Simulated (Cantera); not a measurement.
An adiabatic, constant-pressure homogeneous reactor starts with CH4 : O2 : N2 = 1 : 1.82 : 6.55 (molar parts), at 1350 K and 80000 Pa. Integrator tolerance rtol = 1e-08.

Cantera simulation using GRI-Mech 3.0 (53 species, 325 reactions); the numbers are that mechanism's predictions, not measurements.

Q: What does this change do: pressure from 80000 Pa to 1100000 Pa?

A: 
```csv
quantity,before,after
time of steepest temperature rise,7.53 ms,0.780 ms
temperature at 3.00 s,2697 K,2868 K
equilibrium temperature,2697 K,2868 K
x(CH4) at 3.00 s,<1e-12 (gas-phase equilibrium <1e-12),<1e-12 (gas-phase equilibrium <1e-12)
x(O2) at 3.00 s,0.0119 (gas-phase equilibrium 0.0119),0.00664 (gas-phase equilibrium 0.00664)
x(CO) at 3.00 s,0.0506 (gas-phase equilibrium 0.0506),0.0439 (gas-phase equilibrium 0.0439)
x(HCO) at 3.00 s,4.33e-8 (gas-phase equilibrium 4.33e-8),1.83e-7 (gas-phase equilibrium 1.83e-7)
x(C2H4) at 3.00 s,<1e-12 (gas-phase equilibrium <1e-12),<1e-12 (gas-phase equilibrium <1e-12)
```

Q: What does this change do: initial temperature 1350 to 1523 K?

A: 
```json
[
 {"quantity": "time of steepest temperature rise", "before": "7.53 ms", "after": "1.12 ms"},
 {"quantity": "temperature at 3.00 s", "before": "2697 K", "after": "2756 K"},
 {"quantity": "equilibrium temperature", "before": "2697 K", "after": "2756 K"},
 {"quantity": "x(CH4) at 3.00 s", "before": "<1e-12 (gas-phase equilibrium <1e-12)", "after": "<1e-12 (gas-phase equilibrium <1e-12)"},
 {"quantity": "x(O2) at 3.00 s", "before": "0.0119 (gas-phase equilibrium 0.0119)", "after": "0.0140 (gas-phase equilibrium 0.0140)"},
 {"quantity": "x(CO) at 3.00 s", "before": "0.0506 (gas-phase equilibrium 0.0506)", "after": "0.0547 (gas-phase equilibrium 0.0547)"},
 {"quantity": "x(HCO) at 3.00 s", "before": "4.33e-8 (gas-phase equilibrium 4.33e-8)", "after": "5.72e-8 (gas-phase equilibrium 5.72e-8)"},
 {"quantity": "x(C2H4) at 3.00 s", "before": "<1e-12 (gas-phase equilibrium <1e-12)", "after": "<1e-12 (gas-phase equilibrium <1e-12)"}
]
```

Q: What does this change do: pressure from 80000 Pa to 2400000 Pa?

A: 
| quantity | before | after |
|---|---|---|
| time of steepest temperature rise | 7.53 ms | 0.348 ms |
| temperature at 3.00 s | 2697 K | 2913 K |
| equilibrium temperature | 2697 K | 2913 K |
| x(CH4) at 3.00 s | <1e-12 (gas-phase equilibrium <1e-12) | <1e-12 (gas-phase equilibrium <1e-12) |
| x(O2) at 3.00 s | 0.0119 (gas-phase equilibrium 0.0119) | 0.00524 (gas-phase equilibrium 0.00524) |
| x(CO) at 3.00 s | 0.0506 (gas-phase equilibrium 0.0506) | 0.0416 (gas-phase equilibrium 0.0416) |
| x(HCO) at 3.00 s | 4.33e-8 (gas-phase equilibrium 4.33e-8) | 2.70e-7 (gas-phase equilibrium 2.70e-7) |
| x(C2H4) at 3.00 s | <1e-12 (gas-phase equilibrium <1e-12) | <1e-12 (gas-phase equilibrium <1e-12) |
The pressure lies above the range GRI-Mech 3.0 was tuned for (to about 10 atm).
